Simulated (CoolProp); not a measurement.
The numbers come from the reference Helmholtz-energy equation of state, Lemmon 2006 in CoolProp. It is a short technical equation, of lower accuracy than the large ones.

Q: Give the vapour pressure (MPa), enthalpy of vaporisation (kJ/kg), vapour Z, surface tension (mN/m) of saturated C3F8 (R218) at -17.65, -5.05, 13.75 °C.

A: 
| T (°C) | p (MPa) | enthalpy of vaporisation (kJ/kg) | vapour Z | surface tension (mN/m) |
|---|---|---|---|---|
| -17.65 | 0.223 | 97.7 | 0.909 | 8.29 |
| -5.05 | 0.351 | 92.2 | 0.877 | 6.88 |
| 13.75 | 0.633 | 82.7 | 0.815 | 4.89 |

Surface tension comes from a separate correlation (Mulero 2012).
